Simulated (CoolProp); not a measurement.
Isobutane along the isobar 4.84 MPa: Z from the reference equation and from simpler models built on Tc = 407.8 K, pc = 3.629 MPa, ω = 0.184; each cubic takes its own stable root.

Values from CoolProp's reference Helmholtz-energy equation of state, Bücker 2006.

```
T (K)          phase  reference  van der Waals  Redlich-Kwong
-----  -------------  ---------  -------------  -------------
308.6         liquid     0.2004         0.3087         0.2192
320.7         liquid     0.1982         0.3045         0.2180
332.8         liquid     0.1969         0.3013         0.2180
344.8         liquid     0.1964         0.2995         0.2192
356.9         liquid     0.1970         0.2990         0.2218
369           liquid     0.1989         0.3001         0.2264
381           liquid     0.2027         0.3034         0.2336
393.1         liquid     0.2097         0.3096         0.2451
405.1         liquid     0.2227         0.3204         0.2638
417.2  supercritical     0.2544         0.3395         0.2996
429.3  supercritical     0.3841         0.3778         0.3858
441.3  supercritical     0.5164         0.4574         0.5005
453.4  supercritical     0.5952         0.5435         0.5776
465.4  supercritical     0.6507         0.6035         0.6319
```
